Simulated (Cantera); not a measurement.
Feed: 1 mol N2O, 0.017 mol O2, held at 0.0140 bar.

Cantera equilibrium calculation (NASA polynomials, part measured and part estimated; ideal gas, pure solids and liquids). The numbers say what is thermodynamically allowed, not how fast it happens.

At 1898 K, list the 4 most abundant gas species with their mole fractions, and the condensed phases.

N2 0.655, O2 0.337, NO 0.00658, O 0.00144. Condensed: gas only.
